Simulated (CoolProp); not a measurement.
A single-stage vapour-compression cycle with R123: evaporating at 264.15 K (dew point), condensing at 324.15 K (bubble point), superheat 5 K, subcooling 8 K, compressor efficiency 0.65, no pressure losses. Each further row changes one setting.

Model: reference Helmholtz-energy equation of state, Younglove 1994, in CoolProp. It is a modified Benedict-Webb-Rubin equation, recast in Helmholtz form.

```csv
case,cooling COP,pressure ratio,discharge temperature (K),refrigerating effect (kJ/kg),volumetric capacity (kJ/m³)
as stated,2.41,10.3,355.0,136,200
evaporating temperature 269.15 K,2.74,8.08,351.7,139,256
condensing temperature 319.15 K,2.70,8.81,349.0,141,207
subcooling 13 K,2.51,10.3,355.0,141,207
superheat 15 K,2.43,10.3,366.2,142,201
compressor efficiency 0.55,2.04,10.3,368.2,136,200
```
